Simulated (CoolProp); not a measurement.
Vapour-liquid equilibrium of benzene (1) + cyclohexane (2) at 187.55 °C; x and y are mole fractions of (1).

Model: multi-fluid Helmholtz-energy mixture model, Thol 2012 and Zhou 2014; pair parameters Bell 2016, in CoolProp.

```csv
x,bubble pressure (bar),y at the bubble point,dew pressure at overall composition x (bar),liquid density (mol/L)
0.05,___,0.061,11.13,7.128
0.2,___,0.228,___,7.305
0.35,11.92,0.377,11.87,7.501
0.5,12.11,0.515,12.10,7.722
0.65,12.17,0.649,12.17,___
0.8,12.09,0.788,12.08,8.246
0.95,11.84,___,___,___
```

**Question.** What belongs in the gaps?

**Answer.** 
- 0.05, bubble pressure (bar): 11.16
- 0.2, bubble pressure (bar): 11.61
- 0.2, dew pressure at overall composition x (bar): 11.54
- 0.65, liquid density (mol/L): 7.969
- 0.95, y at the bubble point: 0.942
- 0.95, dew pressure at overall composition x (bar): 11.82
- 0.95, liquid density (mol/L): 8.556

y crosses x between x = 0.5 and 0.65: the model has an azeotrope there.

The pair parameters rest on a limited set of measurements; away from them the model extrapolates.
